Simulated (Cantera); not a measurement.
Cantera run:

```python
import numpy as np
import cantera as ct

gas_names = """
    B BCL BCL2 BCL3 BH BH2 BH3 BN B2 CL CL2 H HCL H2 N NH NH2 NH3 N2 N2H2 N2H4
""".split()
cond_names = """
    B(b) B(L) BN(s) NH4CL(a) NH4CL(b)
""".split()


def load(file, names, dense=False):
    # The tables refer to 1 bar. Condensed volumes are neglected.
    table = {s.name: s for s in ct.Species.list_from_file(file)}
    out = []
    for n in names:
        d = dict(table[n].input_data)
        d["thermo"] = dict(d["thermo"], **{"reference-pressure": 1e5})
        if dense:
            d["equation-of-state"] = {"model": "constant-volume", "density": "1e6 g/cm^3"}
        out.append(ct.Species.from_dict(d))
    return out


gas = ct.Solution(thermo="ideal-gas", species=load("nasa_gas.yaml", gas_names))
cond = {s.name: ct.Solution(thermo="fixed-stoichiometry", species=[s], name=s.name)
        for s in load("nasa_condensed.yaml", cond_names, dense=True)}
atoms = {
    'BN': {'B': 1, 'N': 1},
    'HCl': {'H': 1, 'CL': 1},
    'H2': {'H': 2},
}
top_T = {'BN(s)': 3200}  # K; cautious upper limits of use, not melting points


def equilibrate(T, P, feed):
    n = {}
    for name, mol in feed.items():
        for a, k in atoms[name].items():
            n[a] = n.get(a, 0.0) + k * mol
    gas.TPX = T, P, n
    mass = sum(n.values()) * gas.mean_molecular_weight
    gas.equilibrate("TP")
    valid = [c for c in cond.values() if c.min_temp <= T <= top_T.get(c.name, c.max_temp)]
    mix = ct.Mixture([(gas, mass / gas.mean_molecular_weight)] + [(c, 0.0) for c in valid])
    mix.T, mix.P = T, P
    mix.equilibrate("TP", solver="vcs", rtol=1e-11, max_steps=5000)
    return mix


results = []
feed = {'BN': 1, 'HCl': 27, 'H2': 12}  # mol
T = 1775  # K
P = 66000  # Pa
mix = equilibrate(T, P, feed)
results.append((T, P, feed, dict(zip(mix.species_names, mix.species_moles))))
print(gas.report(threshold=0.001))
for i in range(1, mix.n_phases):
    print(f"{mix.phase(i).name:16s} {mix.phase_moles(i):12.5e} mol")
```

It prints:

```
       temperature   1775 K
          pressure   66000 Pa
           density   0.11763 kg/m^3
  mean mol. weight   26.303 kg/kmol
   phase of matter   gas

                          1 kg             1 kmol
                     ---------------   ---------------
          enthalpy       -6.9333e+05       -1.8237e+07  J
   internal energy       -1.2544e+06       -3.2995e+07  J
           entropy            8972.8        2.3602e+05  J/K
    Gibbs function        -1.662e+07       -4.3716e+08  J
 heat capacity c_p            1342.1             35302  J/K
 heat capacity c_v              1026             26987  J/K

                      mass frac. Y      mole frac. X     chem. pot. / RT
                     ---------------   ---------------   ---------------
              BCL3           0.07959          0.017869           -75.029
               HCL            0.8827           0.63684           -33.046
                H2          0.025669           0.33492           -20.616
                N2         0.0098471         0.0092458           -31.644
     [  +17 minor]         0.0021978         0.0011319

B(b)              0.00000e+00 mol
BN(s)             2.78368e-01 mol
```

Equilibrium computed with Cantera from the NASA thermochemical tables; the gas is ideal and each condensed phase is pure. The tables' values for BCl2, BCl are old estimates; treat these amounts as uncertain. Gases not in the tables: BHCl2.
